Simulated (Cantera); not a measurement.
# Thermodynamics of hydrogen reduction and annealing atmospheres, feed Ta2O5 + H2 + H2O

A closed system holds: 1 mol Ta2O5, 1800 mol H2, 1.3 mol H2O, equilibrated at 5.50 mbar.

These are equilibrium values from Cantera (NASA tables, ideal gas, pure condensed phases), not measurements of a reactor. Candidate condensed phases: H2O, Ta, Ta2O5; 12 gas species. Mutual solubility and eutectic melting of coexisting phases are not modelled. Condensed phases not in the tables: N, O or C dissolved in the metal. Kinetics and transport are ignored.

From 1175 K to 1775 K the condensed part is Ta2O5(s). From 1875 K to 1975 K the condensed part is Ta(s) + Ta2O5(s). From 2075 K to 2175 K the condensed part is Ta(s).

| T (K) | x H2 | x H | x H2O | x TaO2 | x TaO | n Ta2O5(s) | n Ta(s) |
|---|---|---|---|---|---|---|---|
| 1175 | 0.999 | 1.65e-6 | 0.000722 | <1e-12 | <1e-12 | 1.00 | 0 |
| 1275 | 0.999 | 9.94e-6 | 0.000722 | <1e-12 | <1e-12 | 1.00 | 0 |
| 1375 | 0.999 | 4.62e-5 | 0.000722 | 4.17e-12 | <1e-12 | 1.00 | 0 |
| 1475 | 0.999 | 0.000175 | 0.000722 | 2.21e-10 | 5.10e-12 | 1.00 | 0 |
| 1575 | 0.999 | 0.000560 | 0.000721 | 6.96e-9 | 3.36e-10 | 1.000 | 0 |
| 1675 | 0.998 | 0.00156 | 0.000721 | 1.43e-7 | 1.32e-8 | 1.000 | 0 |
| 1775 | 0.995 | 0.00389 | 0.000722 | 2.06e-6 | 3.37e-7 | 0.998 | 0 |
| 1875 | 0.990 | 0.00880 | 0.00101 | 1.87e-5 | 3.63e-6 | 0.879 | 0.201 |
| 1975 | 0.980 | 0.0183 | 0.00161 | 0.000123 | 2.36e-5 | 0.577 | 0.580 |
| 2075 | 0.962 | 0.0352 | 0.00220 | 0.000556 | 0.000116 | 0 | 0.767 |
| 2175 | 0.934 | 0.0636 | 0.00165 | 0.000716 | 0.000283 | 0 | 0.140 |
x: gas mole fraction; n: condensed amount in mol.
